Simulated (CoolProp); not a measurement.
Vapour-liquid equilibrium of acetone (1) + benzene (2) at 341.5 K; x and y are mole fractions of (1).

Computed with CoolProp (multi-fluid Helmholtz-energy mixture model, Lemmon 2006 and Thol 2012; pair parameters Bell 2016).

**Question.** Give the bubble pressure and the first vapour's composition at x = 0.2, 0.65, 0.8. Is there an azeotrope?

**Answer.** x = 0.2: 0.09401 MPa, y = 0.391; x = 0.65: 0.1300 MPa, y = 0.776; x = 0.8: 0.1396 MPa, y = 0.873. No azeotrope shows between x = 0.05 and 0.95.

The pair parameters rest on a limited set of measurements; away from them the model extrapolates.
